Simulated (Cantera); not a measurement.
An adiabatic, constant-volume homogeneous reactor starts with 2.66 % CH4, 0.101 % H2, 8.80 % O2, 88.0 % N2, 0.478 % C2H6, equivalence ratio 0.80, at 1450 K and 1.00 atm.

Model: GRI-Mech 3.0 (53 species, 325 reactions), integrated in Cantera.

One state of this run: T (K) = 1451; P (bar) = 1.01; x CH4 = 0.0258; x H2 = 0.00148; x O2 = 0.0873; x C2H4 = 0.000604; x HCN = 1.04e-11; x H2O = 0.000764; x HCO = 1.22e-7. x: mole fraction; the columns are a selection and need not sum to one.

Question: Which value of t (s) does it belong to?
(A) 1.14e-5
(B) 0.500
(C) 0.000165
(D) 0.131

Answer: C, 0.000165
